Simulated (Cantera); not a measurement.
A Cantera script and its output.

```python
import numpy as np
import cantera as ct

gas = ct.Solution("gri30.yaml")
gas.TPX = 348, 101325, {'C3H8': 1, 'O2': 3.33, 'N2': 9.67}
flame = ct.FreeFlame(gas, width=0.04)
flame.set_refine_criteria(ratio=3, slope=0.08, curve=0.16)
flame.transport_model = "mixture-averaged"
flame.solve(loglevel=0, auto=True)
z, T = flame.grid, flame.T
thick = (T[-1] - T[0]) / np.gradient(T, z).max()
show = ['C3H8', 'O2', 'C2H', 'CH2CO', 'H2O', 'H']
print(f"laminar burning velocity  {flame.velocity[0] * 100:.3f} cm/s")
print(f"burnt temperature         {T[-1]:.1f} K")
print(f"thermal thickness         {thick * 1e3:.4f} mm")
print(f"grid points               {len(z)}")
z0 = z[flame.heat_release_rate.argmax()]
print(f"{'z/mm':>9s}{'T/K':>9s}{'u/(m/s)':>9s}" + "".join(f"{s:>11s}" for s in show))
rows = []
for k in (-3, -2, -1.5, -1, -0.5, -0.25, 0, 0.25, 0.5, 1, 2, 4, 8):
    zz = z0 + k * thick
    rows.append([k * thick, np.interp(zz, z, T), np.interp(zz, z, flame.velocity),
                 *(np.interp(zz, z, flame.X[gas.species_index(s)]) for s in show)])
    print(f"{rows[-1][0] * 1e3:9.3f}{rows[-1][1]:9.1f}{rows[-1][2]:9.3f}" + "".join(f"{x:11.3e}" for x in rows[-1][3:]))
```

Result:

```
laminar burning velocity  50.542 cm/s
burnt temperature         2217.7 K
thermal thickness         0.3510 mm
grid points               148
     z/mm      T/K  u/(m/s)       C3H8         O2        C2H      CH2CO        H2O          H
   -1.053    348.1    0.507  7.127e-02  2.372e-01  1.446e-30  2.678e-09  1.535e-05  7.383e-17
   -0.702    349.2    0.511  7.095e-02  2.359e-01  5.841e-27  7.288e-08  1.825e-04  1.062e-14
   -0.526    357.5    0.527  7.044e-02  2.335e-01  1.662e-23  1.193e-06  1.247e-03  2.824e-12
   -0.351    440.4    0.662  6.859e-02  2.223e-01  4.770e-18  3.371e-05  1.058e-02  8.949e-09
   -0.175    936.6    1.489  4.889e-02  1.643e-01  7.999e-11  6.830e-04  5.890e-02  2.561e-05
   -0.088   1382.7    2.315  1.773e-02  1.072e-01  7.707e-08  1.851e-03  1.003e-01  4.391e-04
    0.000   1788.8    3.109  5.696e-04  5.045e-02  4.109e-06  1.703e-03  1.392e-01  3.158e-03
    0.088   2009.0    3.522  7.851e-07  1.893e-02  1.055e-05  3.818e-04  1.595e-01  6.416e-03
    0.175   2097.4    3.678  2.762e-10  6.627e-03  7.008e-06  6.804e-05  1.655e-01  7.985e-03
    0.351   2146.1    3.753  1.299e-13  9.666e-04  1.573e-06  7.478e-06  1.649e-01  8.399e-03
    0.702   2164.1    3.776  2.748e-17  1.703e-04  1.013e-07  4.611e-07  1.626e-01  7.675e-03
    1.404   2176.7    3.794  2.739e-22  1.092e-04  1.361e-09  6.852e-09  1.626e-01  6.516e-03
    2.808   2190.9    3.815  3.899e-27  6.658e-05  5.649e-12  3.344e-11  1.635e-01  5.053e-03
```

Model: GRI-Mech 3.0 (53 species, 325 reactions), integrated in Cantera. GRI-Mech 3.0 was tuned for natural gas; its chemistry of propane as a main component is partial and can be far from experiment. Burning velocities carry a grid error of a few per cent, more on coarse grids.
